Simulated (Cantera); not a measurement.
A perfectly stirred reactor is fed with 68.0 % NO, 32.0 % N₂, at 11000 Pa; it is held at 2175 K, and followed from long to short residence time.

Model: GRI-Mech 3.0 (53 species, 325 reactions), integrated in Cantera.

One state of this run: x NO = 0.648; x O₂ = 0.0154; x NO₂ = 9.00e-5; x N₂ = 0.336; x O = 0.00126; x N₂O = 0.000171. x: mole fraction; the columns are a selection and need not sum to one.

Which value of τ (s) does it belong to?
A) 0.0066
B) 0.036
C) 0.47
D) 0.015

B, 0.036
